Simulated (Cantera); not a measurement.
## Stirred combustor or abatement burner

A perfectly stirred reactor is fed with H₂ : O₂ : N₂ : H₂O = 1 : 0.962 : 5.38 : 0.99 (molar parts), at 14300 Torr; it is adiabatic with a 500 K inlet, and is followed from long to short residence time, starting on the burning branch (τ in s: 0.056, 0.02, 0.0075, 0.0028, 0.001, 0.00037, 0.00014, 5e-05, 1.9e-05, 6.8e-06).

Detailed kinetics in Cantera: the H2/O2 subset of GRI-Mech 3.0, which has no nitrogen chemistry. The hydrogen kinetics of GRI-Mech 3.0 are dated; newer H2 mechanisms differ, most at raised pressure. The pressure lies above the range GRI-Mech 3.0 was tuned for (to about 10 atm).

```json
[
 {"τ (s)": "0.056", "T (K)": "1400", "x H₂": "0.000311", "x O₂": "0.0591", "x H₂O": "0.254", "x HO₂": "1.41e-5", "x O": "2.43e-7", "x H": "1.23e-7"},
 {"τ (s)": "0.020", "T (K)": "1396", "x H₂": "0.000852", "x O₂": "0.0594", "x H₂O": "0.253", "x HO₂": "3.13e-5", "x O": "5.37e-7", "x H": "3.14e-7"},
 {"τ (s)": "0.0075", "T (K)": "1386", "x H₂": "0.00232", "x O₂": "0.0600", "x H₂O": "0.251", "x HO₂": "6.21e-5", "x O": "1.08e-6", "x H": "7.35e-7"},
 {"τ (s)": "0.0028", "T (K)": "1341", "x H₂": "0.00897", "x O₂": "0.0631", "x H₂O": "0.244", "x HO₂": "0.000123", "x O": "1.54e-6", "x H": "1.49e-6"},
 {"τ (s)": "0.0010", "T (K)": "500", "x H₂": "0.120", "x O₂": "0.115", "x H₂O": "0.119", "x HO₂": "<1e-12", "x O": "<1e-12", "x H": "<1e-12"},
 {"τ (s)": "0.00037", "T (K)": "500", "x H₂": "0.120", "x O₂": "0.115", "x H₂O": "0.119", "x HO₂": "<1e-12", "x O": "<1e-12", "x H": "<1e-12"},
 {"τ (s)": "0.00014", "T (K)": "500", "x H₂": "0.120", "x O₂": "0.115", "x H₂O": "0.119", "x HO₂": "<1e-12", "x O": "<1e-12", "x H": "<1e-12"},
 {"τ (s)": "5.0e-5", "T (K)": "500", "x H₂": "0.120", "x O₂": "0.115", "x H₂O": "0.119", "x HO₂": "<1e-12", "x O": "<1e-12", "x H": "<1e-12"},
 {"τ (s)": "1.9e-5", "T (K)": "500", "x H₂": "0.120", "x O₂": "0.115", "x H₂O": "0.119", "x HO₂": "<1e-12", "x O": "<1e-12", "x H": "<1e-12"},
 {"τ (s)": "6.8e-6", "T (K)": "500", "x H₂": "0.120", "x O₂": "0.115", "x H₂O": "0.119", "x HO₂": "<1e-12", "x O": "<1e-12", "x H": "<1e-12"}
]
```
x: mole fraction; the columns are a selection and need not sum to one.
